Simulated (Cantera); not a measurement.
Input: 1 mol SiH2Cl2, 0.076 mol C2H2, 440 mol H2, at 0.133 bar.

These are equilibrium values from Cantera (NASA tables, ideal gas, pure condensed phases), not measurements of a reactor. Candidate condensed phases: C, C6H6, C7H8, C8H18, Si, SiC; 109 gas species. Mutual solubility and eutectic melting of coexisting phases are not modelled. Gases not in the tables: Si2H6 and higher silanes. The numbers say what is thermodynamically allowed, not how fast it happens.

Task: At 1773 K, list the 6 most abundant gas species with their mole fractions, and the condensed phases.

Result: H2 0.995, HCl 0.00439, H 0.000777, SiCl2 6.23e-5, SiH2 2.45e-5, Si 1.60e-5. Condensed: Si(l) + SiC(s).
